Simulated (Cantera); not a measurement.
Cantera run, input and output.

```python
import numpy as np
import cantera as ct

gas = ct.Solution("gri30.yaml")
gas.TPX = 650, 1000000, {'CO': 1, 'H2': 0.046, 'O2': 0.534, 'N2': 2.01}
inlet = ct.Reservoir(gas, clone=True)
gas.equilibrate("HP")  # start burning
reactor = ct.IdealGasConstPressureReactor(gas, energy="on", clone=False)
exhaust = ct.Reservoir(gas, clone=True)
tau = [0.4, 0.14, 0.05, 0.018, 0.0063, 0.0022, 0.00079, 0.00028, 9.9e-05, 3.5e-05, 1.2e-05][0]
for a, b in ((inlet, reactor), (reactor, exhaust)):
    ct.MassFlowController(a, b, mdot=lambda t: reactor.mass / tau)
net = ct.ReactorNet([reactor])
show = ['CO', 'H2', 'O2', 'H2O2', 'NO']

rows = []
print(f"{'tau/s':>10s}{'T/K':>9s}" + "".join(f"{s:>11s}" for s in show))
for tau in [0.4, 0.14, 0.05, 0.018, 0.0063, 0.0022, 0.00079, 0.00028, 9.9e-05, 3.5e-05, 1.2e-05]:
    net.initial_time = 0.0
    net.advance(30 * tau)
    before = gas.X
    net.advance(40 * tau)
    drift = np.max(np.abs(gas.X - before) / (gas.X + 1e-9))
    rows.append([gas.T, *gas[show].X, drift])
    print(f"{tau:10.3e}{gas.T:9.1f}" + "".join(f"{x:11.3e}" for x in gas[show].X))
```

Result:

```
     tau/s      T/K         CO         H2         O2       H2O2         NO
 4.000e-01   2609.4  4.097e-02  2.983e-04  1.932e-02  5.102e-08  7.533e-03
 1.400e-01   2608.9  4.107e-02  2.990e-04  1.939e-02  5.113e-08  7.480e-03
 5.000e-02   2607.3  4.133e-02  3.009e-04  1.958e-02  5.146e-08  7.338e-03
 1.800e-02   2603.0  4.204e-02  3.062e-04  2.009e-02  5.233e-08  6.976e-03
 6.300e-03   2590.8  4.399e-02  3.207e-04  2.142e-02  5.471e-08  6.119e-03
 2.200e-03   2559.3  4.882e-02  3.574e-04  2.441e-02  6.105e-08  4.569e-03
 7.900e-04   2492.7  5.836e-02  4.332e-04  2.969e-02  7.747e-08  2.691e-03
 2.800e-04   2379.8  7.338e-02  5.582e-04  3.718e-02  1.176e-07  1.161e-03
 9.900e-05   2226.4  9.230e-02  7.114e-04  4.587e-02  2.003e-07  4.127e-04
 3.500e-05   2025.8  1.163e-01  8.519e-04  5.681e-02  3.847e-07  1.568e-04
 1.200e-05    650.0  2.786e-01  1.281e-02  1.487e-01  1.461e-18  6.766e-20
```

Model: GRI-Mech 3.0 (53 species, 325 reactions), integrated in Cantera. The hydrogen kinetics of GRI-Mech 3.0 are dated; newer H2 mechanisms differ, most at raised pressure.
